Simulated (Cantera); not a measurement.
An isothermal, constant-pressure homogeneous reactor starts with 13.8 % H₂, 86.2 % O₂, equivalence ratio 0.080, at 900 K and 14.3 Torr.

Computed with Cantera and the H2/O2 subset of GRI-Mech 3.0, which has no nitrogen chemistry. Radical loss at walls, strong at low pressure, is not modelled. Below about 950 K walls govern HO2 and H2O2 in real vessels. The temperature is held fixed by assumption; the heat of reaction is taken as removed at once.

x: mole fraction; the columns are a selection and need not sum to one.

```json
[
 {"t (s)": "2.00e-5", "x H₂": "0.138", "x O₂": "0.862", "x HO₂": "1.57e-12", "x OH": "<1e-12", "x H": "1.51e-12", "x H₂O₂": "<1e-12"},
 {"t (s)": "7.17e-5", "x H₂": "0.138", "x O₂": "0.862", "x HO₂": "5.67e-12", "x OH": "<1e-12", "x H": "5.23e-12", "x H₂O₂": "<1e-12"},
 {"t (s)": "0.000257", "x H₂": "0.138", "x O₂": "0.862", "x HO₂": "2.09e-11", "x OH": "3.36e-12", "x H": "2.19e-11", "x H₂O₂": "<1e-12"},
 {"t (s)": "0.000921", "x H₂": "0.138", "x O₂": "0.862", "x HO₂": "9.54e-11", "x OH": "6.22e-11", "x H": "3.37e-10", "x H₂O₂": "<1e-12"},
 {"t (s)": "0.00330", "x H₂": "0.138", "x O₂": "0.862", "x HO₂": "1.43e-7", "x OH": "3.49e-7", "x H": "1.86e-6", "x H₂O₂": "2.15e-11"},
 {"t (s)": "0.0118", "x H₂": "0.00477", "x O₂": "0.847", "x HO₂": "2.44e-5", "x OH": "0.00143", "x H": "0.00376", "x H₂O₂": "8.26e-7"},
 {"t (s)": "0.0424", "x H₂": "0.000465", "x O₂": "0.852", "x HO₂": "6.68e-6", "x OH": "0.000129", "x H": "1.72e-5", "x H₂O₂": "3.42e-7"},
 {"t (s)": "0.152", "x H₂": "7.74e-5", "x O₂": "0.852", "x HO₂": "1.70e-6", "x OH": "4.27e-5", "x H": "7.79e-7", "x H₂O₂": "1.49e-7"},
 {"t (s)": "0.545", "x H₂": "8.16e-6", "x O₂": "0.852", "x HO₂": "2.75e-7", "x OH": "1.60e-5", "x H": "3.36e-8", "x H₂O₂": "5.29e-8"},
 {"t (s)": "1.95", "x H₂": "4.72e-7", "x O₂": "0.852", "x HO₂": "3.38e-8", "x OH": "5.80e-6", "x H": "1.31e-9", "x H₂O₂": "1.70e-8"},
 {"t (s)": "7.00", "x H₂": "[?]", "x O₂": "0.852", "x HO₂": "[?]", "x OH": "[?]", "x H": "7.76e-11", "x H₂O₂": "[?]"},
 {"t (s)": "25.1", "x H₂": "[?]", "x O₂": "0.852", "x HO₂": "[?]", "x OH": "[?]", "x H": "7.61e-12", "x H₂O₂": "[?]"},
 {"t (s)": "90.0", "x H₂": "2.69e-10", "x O₂": "0.852", "x HO₂": "3.33e-10", "x OH": "5.33e-7", "x H": "<1e-12", "x H₂O₂": "6.03e-10"}
]
```

### Question
Fill in the missing entries.

### Answer

- 7.00, x H₂: 1.55e-8
- 7.00, x HO₂: 5.36e-9
- 7.00, x OH: 2.33e-6
- 7.00, x H₂O₂: 5.36e-9
- 25.1, x H₂: 1.25e-9
- 25.1, x HO₂: 1.21e-9
- 25.1, x OH: 1.08e-6
- 25.1, x H₂O₂: 1.80e-9
